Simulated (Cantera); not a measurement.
N2O + H2 + O2 (abatement and gas-phase synthesis)

A closed system holds: 1 mol N2O, 0.092 mol H2, 2.9 mol O2, held at 0.410 bar.

Cantera equilibrium calculation (NASA polynomials, part measured and part estimated; ideal gas, pure solids and liquids). Candidate condensed phases: H2O; 24 gas species. The numbers say what is thermodynamically allowed, not how fast it happens.

From 948 K to 3348 K nothing is condensed.

```csv
T (K),x O2,x O,x N2,x NO,x H2O,x OH,x H,x H2
948,0.754,4.03e-11,0.225,1.73e-5,0.0207,3.08e-8,<1e-12,<1e-12
1148,0.754,1.08e-8,0.225,0.000131,0.0207,1.12e-6,1.38e-12,1.53e-10
1348,0.754,5.53e-7,0.225,0.000541,0.0207,1.40e-5,3.10e-10,7.35e-9
1548,0.754,1.03e-5,0.224,0.00155,0.0206,9.17e-5,1.74e-8,1.31e-7
1748,0.752,9.93e-5,0.223,0.00349,0.0205,0.000388,3.92e-7,1.21e-6
1948,0.750,0.000601,0.221,0.00663,0.0201,0.00121,4.66e-6,6.97e-6
2148,0.745,0.00260,0.219,0.0111,0.0191,0.00301,3.46e-5,2.83e-5
2348,0.735,0.00874,0.215,0.0169,0.0173,0.00620,0.000178,8.55e-5
2548,0.716,0.0242,0.210,0.0238,0.0144,0.0108,0.000681,0.000199
2748,0.681,0.0568,0.202,0.0311,0.0106,0.0160,0.00200,0.000357
2948,0.623,0.116,0.191,0.0380,0.00656,0.0199,0.00463,0.000487
3148,0.537,0.210,0.177,0.0429,0.00326,0.0205,0.00851,0.000500
3348,0.425,0.336,0.161,0.0449,0.00129,0.0176,0.0128,0.000397
```
x: gas mole fraction; nothing condenses.
